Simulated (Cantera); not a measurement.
A closed system holds: 1 mol Si2Cl6, 19 mol NH3, 5.7 mol H2, at 5.80e-5 bar.

Method: chemical equilibrium by Gibbs-energy minimisation in Cantera with the NASA 1993 tables (ideal gas, pure condensed phases). Candidate condensed phases: NH4Cl, Si, Si3N4; 28 gas species. The feed counts by its element totals alone. The tables' values for SiCl, SiN are old estimates; treat these amounts as uncertain. Kinetics and transport are ignored. All values below are at 1575 °C.

Base state: H2 0.615, N2 0.191, HCl 0.0923, H 0.0546, Si 0.0279, SiCl2 0.0104, Cl 0.00622, SiCl 0.00164 (mole fractions); condensed: gas only.

Question: What changes in the equilibrium state with this change: pressure from 5.80e-5 bar to 0.00750 bar?

Answer: 
```json
[
 {"species": "H2", "before": "0.615", "after": "0.688"},
 {"species": "N2", "before": "0.191", "after": "0.203"},
 {"species": "HCl", "before": "0.0923", "after": "0.0770"},
 {"species": "H", "before": "0.0546", "after": "0.00508"},
 {"species": "Si", "before": "0.0279", "after": "0.000836"},
 {"species": "SiCl2", "before": "0.0104", "after": "0.0249"},
 {"species": "SiCl3", "before": "3.81e-6", "after": "8.24e-5"},
 {"species": "Cl", "before": "0.00622", "after": "0.000432"},
 {"species": "Si(l), mol", "before": "0", "after": "0.760"}
]
```
The tables' values for SiCl, SiCl3, SiN are old estimates; treat these amounts as uncertain. Gases not in the tables: Si2H6 and higher silanes.
